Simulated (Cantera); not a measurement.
# N2O furnace oxynitridation

An isothermal, constant-pressure homogeneous reactor starts with N2O : O2 = 1 : 0.14 (molar parts), at 1175 K and 0.990 bar.

Computed with Cantera and GRI-Mech 3.0 (53 species, 325 reactions). GRI-Mech 3.0 was tuned for natural gas; its chemistry of N2O as a main component is partial and can be far from experiment. The mechanism lacks the step 2 NO + O2 → 2 NO2, which can matter for NO2 below about 1400 K. The temperature is held fixed by assumption; the heat of reaction is taken as removed at once.

```json
[
 {"t (s)": "5.00e-5", "x N2O": "0.877", "x O2": "0.123", "x NO": "1.26e-6", "x O": "1.16e-6", "x NO2": "1.59e-11", "x N2": "1.38e-5"},
 {"t (s)": "0.000120", "x N2O": "0.877", "x O2": "0.123", "x NO": "3.31e-6", "x O": "1.16e-6", "x NO2": "1.10e-10", "x N2": "3.44e-5"},
 {"t (s)": "0.000286", "x N2O": "0.877", "x O2": "0.123", "x NO": "8.23e-6", "x O": "1.16e-6", "x NO2": "6.79e-10", "x N2": "8.37e-5"},
 {"t (s)": "0.000684", "x N2O": "0.877", "x O2": "0.123", "x NO": "2.00e-5", "x O": "1.16e-6", "x NO2": "3.98e-9", "x N2": "0.000201"},
 {"t (s)": "0.00164", "x N2O": "0.876", "x O2": "0.123", "x NO": "4.80e-5", "x O": "1.16e-6", "x NO2": "2.27e-8", "x N2": "0.000483"},
 {"t (s)": "0.00391", "x N2O": "0.875", "x O2": "0.123", "x NO": "0.000115", "x O": "1.16e-6", "x NO2": "1.25e-7", "x N2": "0.00116"},
 {"t (s)": "0.00935", "x N2O": "0.873", "x O2": "0.124", "x NO": "0.000274", "x O": "1.16e-6", "x NO2": "6.57e-7", "x N2": "0.00276"},
 {"t (s)": "0.0224", "x N2O": "0.867", "x O2": "0.126", "x NO": "0.000652", "x O": "1.15e-6", "x NO2": "3.07e-6", "x N2": "0.00657"},
 {"t (s)": "0.0535", "x N2O": "0.854", "x O2": "0.129", "x NO": "0.00153", "x O": "1.15e-6", "x NO2": "1.18e-5", "x N2": "0.0155"},
 {"t (s)": "0.128", "x N2O": "0.823", "x O2": "0.138", "x NO": "0.00355", "x O": "1.13e-6", "x NO2": "3.51e-5", "x N2": "0.0361"},
 {"t (s)": "0.306", "x N2O": "0.755", "x O2": "0.156", "x NO": "0.00787", "x O": "1.09e-6", "x NO2": "8.62e-5", "x N2": "0.0811"},
 {"t (s)": "0.731", "x N2O": "0.623", "x O2": "0.192", "x NO": "0.0160", "x O": "9.92e-7", "x NO2": "0.000183", "x N2": "0.169"},
 {"t (s)": "1.75", "x N2O": "0.417", "x O2": "0.249", "x NO": "0.0276", "x O": "8.06e-7", "x NO2": "0.000322", "x N2": "0.306"},
 {"t (s)": "4.18", "x N2O": "0.194", "x O2": "0.312", "x NO": "0.0377", "x O": "5.07e-7", "x NO2": "0.000448", "x N2": "0.456"},
 {"t (s)": "10.0", "x N2O": "0.0487", "x O2": "0.355", "x NO": "0.0409", "x O": "1.80e-7", "x NO2": "0.000513", "x N2": "0.555"}
]
```
x: mole fraction; the columns are a selection and need not sum to one.

Equilibrium at this temperature and pressure: N2O 1.21e-8, O2 0.390, NO 0.000194, O 9.23e-9, NO2 5.01e-6, N2 0.610 (gas phase only).
